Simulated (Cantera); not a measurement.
Input (Python, Cantera) and output of one run.

```python
import numpy as np
import cantera as ct

gas_names = """
    B BN BO BO2 B2 B2O B2O2 B2O3 N NO NO2 NO3 N2 N2O O O2 O3
""".split()
cond_names = """
    B(b) B(L) BN(s) B2O3(L)
""".split()


# ... load() reads the species with a 1 bar reference pressure and builds the phases ...
atoms = {
    'B2O3': {'B': 2, 'O': 3},
    'N2': {'N': 2},
}
top_T = {'BN(s)': 3200}  # K; cautious upper limits of use, not melting points


# ... equilibrate(T, P, feed) seeds the gas with the atoms and calls Mixture.equilibrate('TP', solver="vcs", rtol=1e-11, max_steps=5000) ...
results = []
feed = {'B2O3': 1, 'N2': 0.66}  # mol
P = 1333.22  # Pa
for T in [873, 1073, 1273, 1473, 1673, 1873, 2073, 2273]:
    mix = equilibrate(T, P, feed)
    results.append((T, P, feed, dict(zip(mix.species_names, mix.species_moles))))

top = {s: max(r[3][s] / sum(r[3][g] for g in gas_names) for r in results) for s in gas_names}
cols = sorted((s for s in top if top[s] > 0.0001), key=lambda s: -top[s])[:8]
seen = [c for c in cond_names if any(r[3].get(c, 0) > 1e-12 for r in results)]
print("log10 of partial pressures in bar; condensed amounts in mol")
print(f"{'T/K':>10s}" + "".join(f"{s[:9]:>10s}" for s in cols + seen))
for T, P, feed, n in results:
    ng = sum(n[g] for g in gas_names)
    print(f"{T:10.4g}" + "".join(f"{np.log10(max(n[s] / ng * P / 1e5, 1e-99)):10.3f}" for s in cols)
          + "".join(f"{n.get(c, 0):10.4g}" for c in seen))
```

Result:

```
log10 of partial pressures in bar; condensed amounts in mol
       T/K        N2      B2O3       BO2        BO      B2O2         O        NO        O2   B2O3(L)
       873    -1.875   -14.517   -20.554   -19.108   -19.420   -26.283   -20.307   -29.122         1
      1073    -1.875   -10.064   -12.939   -16.122   -18.483   -15.704   -11.526   -13.599         1
      1273    -1.875    -7.062   -10.836   -11.012   -11.700   -14.636   -11.695   -15.335         1
      1473    -1.876    -4.908    -8.238    -8.395    -8.958   -11.691    -9.655   -12.274    0.9994
      1673    -1.892    -3.294    -6.248    -6.447    -6.946    -9.398    -8.060    -9.843    0.9738
      1873    -2.276    -2.097    -4.728    -4.945    -5.419    -7.611    -7.010    -7.970         0
      2073    -2.278    -2.103    -4.060    -4.150    -5.015    -6.313    -6.153    -6.746         0
      2273    -2.286    -2.124    -3.505    -3.519    -4.724    -5.216    -5.424    -5.686         0
```

Equilibrium computed with Cantera from the NASA thermochemical tables; the gas is ideal and each condensed phase is pure.
